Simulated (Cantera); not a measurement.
Charge: 1 mol Si, 0.041 mol O₂, 140 mol N₂, 0.001 mol H₂O, held at 2025 K.

Equilibrium computed with Cantera from the NASA thermochemical tables; the gas is ideal and each condensed phase is pure. Candidate condensed phases: H₂O, Si, SiO₂, Si₂N₂O, Si₃N₄; 35 gas species. Mutual solubility and eutectic melting of coexisting phases are not modelled. The tables' values for SiN are old estimates; treat these amounts as uncertain. Equilibrium is a limit: real reactors are often held back by kinetics, nucleation or transport.

x: gas mole fraction; n: condensed amount in mol.

```json
[
 {"P (Pa)": "0.100", "x N₂": "0.993", "x Si": "0.00650", "x SiO": "0.000589", "x SiN": "1.59e-6", "x Si₂N": "[?]", "x Si₂": "7.99e-9", "x H": "1.42e-5", "n Si(l)": "0", "n Si₃N₄(s)": "0", "n Si₂N₂O(s)": "0"},
 {"P (Pa)": "1.50", "x N₂": "0.993", "x Si": "0.00650", "x SiO": "0.000589", "x SiN": "6.15e-6", "x Si₂N": "[?]", "x Si₂": "1.20e-7", "x H": "1.42e-5", "n Si(l)": "0", "n Si₃N₄(s)": "0", "n Si₂N₂O(s)": "0"},
 {"P (Pa)": "22", "x N₂": "0.993", "x Si": "0.00648", "x SiO": "0.000589", "x SiN": "2.35e-5", "x Si₂N": "[?]", "x Si₂": "1.74e-6", "x H": "1.42e-5", "n Si(l)": "0", "n Si₃N₄(s)": "0", "n Si₂N₂O(s)": "0"},
 {"P (Pa)": "320", "x N₂": "0.993", "x Si": "0.00629", "x SiO": "0.000589", "x SiN": "8.70e-5", "x Si₂N": "[?]", "x Si₂": "2.39e-5", "x H": "1.38e-5", "n Si(l)": "0", "n Si₃N₄(s)": "0", "n Si₂N₂O(s)": "0"},
 {"P (Pa)": "4600", "x N₂": "0.998", "x Si": "0.00127", "x SiO": "0.000592", "x SiN": "6.66e-5", "x Si₂N": "[?]", "x Si₂": "1.39e-5", "x H": "1.10e-5", "n Si(l)": "0.701", "n Si₃N₄(s)": "0", "n Si₂N₂O(s)": "0"},
 {"P (Pa)": "68000", "x N₂": "0.999", "x Si": "4.13e-5", "x SiO": "0.000595", "x SiN": "8.35e-6", "x Si₂N": "[?]", "x Si₂": "2.19e-7", "x H": "5.02e-6", "n Si(l)": "0", "n Si₃N₄(s)": "0.303", "n Si₂N₂O(s)": "0"},
 {"P (Pa)": "1000000", "x N₂": "1.000", "x Si": "4.67e-7", "x SiO": "0.000215", "x SiN": "3.63e-7", "x Si₂N": "[?]", "x Si₂": "4.12e-10", "x H": "1.54e-6", "n Si(l)": "0", "n Si₃N₄(s)": "0.288", "n Si₂N₂O(s)": "0.0531"}
]
```

Question: What belongs in the gaps?

Answer: 
- 0.100, x Si₂N: 2.28e-10
- 1.50, x Si₂N: 1.32e-8
- 22, x Si₂N: 7.38e-7
- 320, x Si₂N: 3.86e-5
- 4600, x Si₂N: 8.54e-5
- 68000, x Si₂N: 5.16e-6
- 1000000, x Si₂N: 3.73e-8
